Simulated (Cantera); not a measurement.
An adiabatic, constant-volume homogeneous reactor starts with CH4 : O2 : N2 = 1 : 2.47 : 9.28 (molar parts), equivalence ratio 0.81, at 1175 K and 1.01 bar.

Computed with Cantera and GRI-Mech 3.0 (53 species, 325 reactions).

### Question
Predict: time of steepest temperature rise; temperature at 3.00 s; equilibrium temperature; x(O2) at 3.00 s; x(CO2) at 3.00 s; x(HO2) at 3.00 s; x(H2) at 3.00 s.

### Answer
| Property | Value |
|---|---|
| time of steepest temperature rise | 56.1 ms |
| temperature at 3.00 s | 2726 K |
| equilibrium temperature | 2726 K |
| x(O2) at 3.00 s | 0.0375 (gas-phase equilibrium 0.0375) |
| x(CO2) at 3.00 s | 0.0560 (gas-phase equilibrium 0.0560) |
| x(HO2) at 3.00 s | 9.76e-6 (gas-phase equilibrium 9.76e-6) |
| x(H2) at 3.00 s | 0.00738 (gas-phase equilibrium 0.00738) |
